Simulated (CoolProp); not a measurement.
R245fa at 298.15 K and 0.123 MPa is throttled through a valve to 0.0769 MPa with no heat exchange. Each further row changes one setting.

Model: reference Helmholtz-energy equation of state, Akasaka 2015, in CoolProp.

| case | temperature change (K) | final density (kg/m³) |
|---|---|---|
| as stated | -1.4 | 4.30 |
| outlet pressure 0.0231 MPa | -3.1 | 1.27 |
| outlet pressure 0.1 MPa | -0.7 | 5.63 |
